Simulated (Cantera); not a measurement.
A closed system holds: 1 mol PbS, a varied amount of H₂, at 1348.15 K and 1 atm.

Method: chemical equilibrium by Gibbs-energy minimisation in Cantera with the NASA 1993 tables (ideal gas, pure condensed phases). Candidate condensed phases: Pb, PbS, S; 10 gas species. Kinetics and transport are ignored.

At 14 mol H₂, list the 6 most abundant gas species with their mole fractions, and the condensed phases.

H₂ 0.926, H₂S 0.0470, PbS 0.0224, Pb 0.00472, SH 4.88e-5, S₂ 3.75e-5. Condensed: Pb(l).
